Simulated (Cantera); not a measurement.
## Adiabatic ignition

An adiabatic, constant-volume homogeneous reactor starts with CH₄ : O₂ : N₂ = 1 : 2.3 : 8.64 (molar parts), at 975 K and 500000 Pa.

Detailed kinetics in Cantera: GRI-Mech 3.0 (53 species, 325 reactions). Below about 1000 K GRI-Mech 3.0 lacks low-temperature oxidation paths.

| t (s) | T (K) | P (bar) | x CH₄ | x O₂ | x CO | x OH | x C₂H₄ | x N₂O | x NO |
|---|---|---|---|---|---|---|---|---|---|
| 6.00e-6 | 975 | 5.00 | 0.0838 | 0.193 | <1e-12 | <1e-12 | <1e-12 | <1e-12 | <1e-12 |
| 1.51e-5 | 975 | 5.00 | 0.0838 | 0.193 | <1e-12 | <1e-12 | <1e-12 | <1e-12 | <1e-12 |
| 3.82e-5 | 975 | 5.00 | 0.0838 | 0.193 | <1e-12 | <1e-12 | <1e-12 | <1e-12 | <1e-12 |
| 9.62e-5 | 975 | 5.00 | 0.0838 | 0.193 | <1e-12 | <1e-12 | <1e-12 | <1e-12 | <1e-12 |
| 0.000243 | 975 | 5.00 | 0.0838 | 0.193 | <1e-12 | <1e-12 | <1e-12 | <1e-12 | <1e-12 |
| 0.000612 | 975 | 5.00 | 0.0838 | 0.193 | <1e-12 | 1.82e-12 | <1e-12 | <1e-12 | <1e-12 |
| 0.00154 | 975 | 5.00 | 0.0838 | 0.193 | 1.56e-11 | 5.59e-12 | 2.20e-12 | <1e-12 | <1e-12 |
| 0.00389 | 975 | 5.00 | 0.0838 | 0.193 | 3.40e-10 | 1.92e-11 | 5.13e-11 | <1e-12 | <1e-12 |
| 0.00981 | 975 | 5.00 | 0.0838 | 0.193 | 8.23e-9 | 4.84e-11 | 9.09e-10 | <1e-12 | <1e-12 |
| 0.0247 | 975 | 5.00 | 0.0837 | 0.193 | 1.27e-7 | 7.21e-11 | 6.53e-9 | 1.58e-12 | <1e-12 |
| 0.0624 | 975 | 5.00 | 0.0837 | 0.193 | 1.50e-6 | 1.33e-10 | 4.24e-8 | 6.70e-12 | <1e-12 |
| 0.157 | 977 | 5.01 | 0.0835 | 0.192 | 2.88e-5 | 6.78e-10 | 7.42e-7 | 4.44e-11 | <1e-12 |
| 0.397 | 2791 | 14.5 | <1e-12 | 0.0255 | 0.0160 | 0.0122 | <1e-12 | 2.43e-6 | 0.0120 |
| 1.00 | 2791 | 14.5 | <1e-12 | 0.0255 | 0.0160 | 0.0122 | <1e-12 | 2.43e-6 | 0.0120 |
x: mole fraction; the columns are a selection and need not sum to one.

| Property | Value |
|---|---|
| time of steepest temperature rise | 0.258 s |
| temperature at 1.00 s | 2791 K |
| equilibrium temperature | 2791 K |
| x(CH₄) at 1.00 s | <1e-12 (gas-phase equilibrium <1e-12) |
| x(O₂) at 1.00 s | 0.0255 (gas-phase equilibrium 0.0255) |
| x(CO) at 1.00 s | 0.0160 (gas-phase equilibrium 0.0160) |
